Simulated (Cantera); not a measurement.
**Thermodynamics of silicates and aluminates, feed SiO2 + Al2O3 + H2O**

Charge: 1 mol SiO2, a varied amount of Al2O3, 0.11 mol H2O, held at 825 °C and 0.133 bar.

Method: chemical equilibrium by Gibbs-energy minimisation in Cantera with the NASA 1993 tables (ideal gas, pure condensed phases). Candidate condensed phases: Al, Al2O3, Al2SiO5, Al6Si2O13, H2O, Si, SiO2; 28 gas species. Mutual solubility and eutectic melting of coexisting phases are not modelled. Condensed phases not in the tables: alloys, solid solutions and most ternary compounds. Equilibrium is a limit: real reactors are often held back by kinetics, nucleation or transport.

| n(Al2O3) (mol) | x H2O | x H2 | x O2 | x OH | n Al2SiO5(andalusite) | n SiO2(β-quartz) | n Al2O3(s) |
|---|---|---|---|---|---|---|---|
| 0.27 | 1.000 | 2.90e-6 | 1.41e-6 | 1.76e-7 | 0.270 | 0.730 | 0 |
| 0.37 | 1.000 | 2.90e-6 | 1.41e-6 | 1.76e-7 | 0.370 | 0.630 | 0 |
| 0.47 | 1.000 | 2.90e-6 | 1.41e-6 | 1.76e-7 | 0.470 | 0.530 | 0 |
| 0.58 | 1.000 | 2.90e-6 | 1.41e-6 | 1.76e-7 | 0.580 | 0.420 | 0 |
| 0.68 | 1.000 | 2.90e-6 | 1.41e-6 | 1.76e-7 | 0.680 | 0.320 | 0 |
| 0.79 | 1.000 | 2.90e-6 | 1.41e-6 | 1.76e-7 | 0.790 | 0.210 | 0 |
| 0.89 | 1.000 | 2.90e-6 | 1.41e-6 | 1.76e-7 | 0.890 | 0.110 | 0 |
| 0.99 | 1.000 | 2.90e-6 | 1.41e-6 | 1.76e-7 | 0.990 | 0.0100 | 0 |
| 1.1 | 1.000 | 2.90e-6 | 1.41e-6 | 1.76e-7 | 1.00 | 0 | 0.100 |
x: gas mole fraction; n: condensed amount in mol.

From 0.27 mol Al2O3 to 0.99 mol Al2O3 the condensed part is Al2SiO5(andalusite) + SiO2(β-quartz). At 1.1 mol Al2O3 the condensed part is Al2O3(s) + Al2SiO5(andalusite).
